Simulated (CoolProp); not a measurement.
Vapour-liquid equilibrium of CHF3 (R23) (1) + isopentane (2) at 257.7 K; x and y are mole fractions of (1).

Values from CoolProp's multi-fluid Helmholtz-energy mixture model, Penoncello 2003 and Lemmon 2006; pair parameters Bell 2016.

```tsv
x	bubble pressure, mixture model (MPa)	bubble pressure, Raoult's law (MPa)	y, mixture model	y, Raoult's law
0.05	0.2817	0.09628	0.937	0.833
0.125	(withheld)	0.2154	0.970	0.931
0.2	(withheld)	0.3344	(withheld)	0.960
0.275	1.108	0.4535	0.981	0.973
0.35	1.223	0.5726	0.982	0.981
0.425	(withheld)	0.6917	0.983	0.986
0.5	1.296	0.8108	0.983	0.990
0.575	1.299	0.9298	0.983	0.992
0.65	1.303	1.049	0.983	0.994
0.725	(withheld)	1.168	0.984	0.996
0.8	1.355	1.287	0.985	0.997
0.875	1.419	1.406	0.988	0.998
0.95	(withheld)	1.525	0.994	0.999
```

Some entries are withheld; supply them.


- 0.125, bubble pressure, mixture model (MPa): 0.6356
- 0.2, bubble pressure, mixture model (MPa): 0.9145
- 0.2, y, mixture model: 0.978
- 0.425, bubble pressure, mixture model (MPa): 1.278
- 0.725, bubble pressure, mixture model (MPa): 1.319
- 0.95, bubble pressure, mixture model (MPa): 1.517

The largest gap from Raoult's law is +195.1 % in bubble pressure, at x = 0.125. No azeotrope shows between x = 0.05 and 0.95.

The pair parameters rest on a limited set of measurements; away from them the model extrapolates. The gap from Raoult's law changes sign with composition, which may be real or a fault of the pair parameters; it wasn't checked against measurements. With so large a gap from Raoult's law the liquid may split in two, which this calculation doesn't test in full.
